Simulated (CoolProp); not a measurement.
CHF3 (R23) along the isotherm 475 K: Z from the reference equation and from simpler models built on Tc = 299.3 K, pc = 4.832 MPa, ω = 0.263; each cubic takes its own stable root.

Values from CoolProp's reference Helmholtz-energy equation of state, Penoncello 2003.

```json
[
 {"p (MPa)": "0.518", "phase": "gas", "reference": "0.9935", "van der Waals": "0.9905", "Peng-Robinson": "0.9928"},
 {"p (MPa)": "1.04", "phase": "gas", "reference": "0.9870", "van der Waals": "0.9808", "Peng-Robinson": "0.9858"},
 {"p (MPa)": "1.55", "phase": "gas", "reference": "0.9807", "van der Waals": "0.9714", "Peng-Robinson": "0.9792"},
 {"p (MPa)": "2.07", "phase": "gas", "reference": "0.9744", "van der Waals": "0.9618", "Peng-Robinson": "…"},
 {"p (MPa)": "2.59", "phase": "gas", "reference": "0.9682", "van der Waals": "…", "Peng-Robinson": "0.9665"},
 {"p (MPa)": "3.11", "phase": "gas", "reference": "0.9621", "van der Waals": "0.9425", "Peng-Robinson": "0.9604"},
 {"p (MPa)": "3.62", "phase": "gas", "reference": "0.9562", "van der Waals": "0.9330", "Peng-Robinson": "…"},
 {"p (MPa)": "4.14", "phase": "gas", "reference": "0.9503", "van der Waals": "…", "Peng-Robinson": "…"},
 {"p (MPa)": "4.66", "phase": "gas", "reference": "0.9446", "van der Waals": "0.9139", "Peng-Robinson": "0.9440"},
 {"p (MPa)": "5.18", "phase": "supercritical", "reference": "0.9389", "van der Waals": "…", "Peng-Robinson": "0.9390"},
 {"p (MPa)": "5.69", "phase": "supercritical", "reference": "0.9336", "van der Waals": "0.8953", "Peng-Robinson": "0.9344"},
 {"p (MPa)": "6.21", "phase": "supercritical", "reference": "0.9282", "van der Waals": "0.8860", "Peng-Robinson": "…"},
 {"p (MPa)": "6.73", "phase": "supercritical", "reference": "…", "van der Waals": "0.8770", "Peng-Robinson": "0.9257"},
 {"p (MPa)": "7.25", "phase": "supercritical", "reference": "0.9180", "van der Waals": "0.8681", "Peng-Robinson": "0.9218"}
]
```

Problem. Some entries are withheld; supply them.

Solution. 
- 2.07, Peng-Robinson: 0.9727
- 2.59, van der Waals: 0.9521
- 3.62, Peng-Robinson: 0.9548
- 4.14, van der Waals: 0.9234
- 4.14, Peng-Robinson: 0.9493
- 5.18, van der Waals: 0.9044
- 6.21, Peng-Robinson: 0.9299
- 6.73, reference: 0.9230
